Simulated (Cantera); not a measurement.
Cantera run:

```python
import numpy as np
import cantera as ct

gas_names = [...]  # 113 gases of nasa_gas.yaml made of C, H, O, Pb
cond_names = """
    C(gr) C6H6(L) C7H8(L) C8H18(L),n-octa H2O(s) H2O(L) Pb(cr) Pb(L) PbO(rd) PbO(yw) PbO(L) PbO2(s)
    Pb3O4(s)
""".split()


# ... load() reads the species with a 1 bar reference pressure and builds the phases ...
atoms = {
    'Pb': {'Pb': 1},
    'CO': {'C': 1, 'O': 1},
    'H2': {'H': 2},
}
top_T = {'C(gr)': 4500, 'Pb3O4(s)': 820}  # K; cautious upper limits of use, not melting points


# ... equilibrate(T, P, feed) seeds the gas with the atoms and calls Mixture.equilibrate('TP', solver="vcs", rtol=1e-11, max_steps=5000) ...
results = []
feed = {'Pb': 1, 'CO': 3.1, 'H2': 0.16}  # mol
P = 20  # Pa
for T in [750, 825, 900, 975, 1050, 1125, 1200, 1275, 1350, 1425]:
    mix = equilibrate(T, P, feed)
    results.append((T, P, feed, dict(zip(mix.species_names, mix.species_moles))))

top = {s: max(r[3][s] / sum(r[3][g] for g in gas_names) for r in results) for s in gas_names}
cols = sorted((s for s in top if top[s] > 1e-06), key=lambda s: -top[s])[:8]
seen = [c for c in cond_names if any(r[3].get(c, 0) > 1e-12 for r in results)]
print("log10 of partial pressures in bar; condensed amounts in mol")
print(f"{'T/K':>10s}" + "".join(f"{s[:9]:>10s}" for s in cols + seen))
for T, P, feed, n in results:
    ng = sum(n[g] for g in gas_names)
    print(f"{T:10.4g}" + "".join(f"{np.log10(max(n[s] / ng * P / 1e5, 1e-99)):10.3f}" for s in cols)
          + "".join(f"{n.get(c, 0):10.4g}" for c in seen))
```

It prints:

```
log10 of partial pressures in bar; condensed amounts in mol
       T/K        CO        Pb       CO2        H2       H2O         H       CH4       Pb2     C(gr)     Pb(L)
       750    -3.763    -8.023    -4.780    -4.980    -6.784   -14.990    -9.455   -15.717    0.2522    0.9999
       825    -3.725    -6.843    -5.796    -5.006    -7.630   -13.604   -10.055   -13.734   0.02624    0.9977
       900    -3.724    -5.864    -6.702    -5.011    -8.350   -12.438   -10.527   -12.090  0.003332    0.9776
       975    -3.741    -5.038    -7.500    -5.028    -8.991   -11.456   -10.958   -10.706 0.0005573    0.8434
      1050    -3.836    -4.332    -8.342    -5.123    -9.700   -10.652   -11.488    -9.526 0.0001009   0.01175
      1125    -3.837    -4.328    -8.907    -5.124   -10.153    -9.914   -11.788    -9.718 2.783e-05         0
      1200    -3.837    -4.328    -9.398    -5.124   -10.547    -9.267   -12.050    -9.894 9.079e-06         0
      1275    -3.837    -4.328    -9.828    -5.124   -10.895    -8.695   -12.282   -10.049   3.3e-06         0
      1350    -3.837    -4.328   -10.209    -5.124   -11.203    -8.185   -12.488   -10.188 1.046e-06         0
      1425    -3.837    -4.328   -10.473    -5.125   -11.404    -7.729   -12.749   -10.312         0         0
```

Method: chemical equilibrium by Gibbs-energy minimisation in Cantera with the NASA 1993 tables (ideal gas, pure condensed phases).
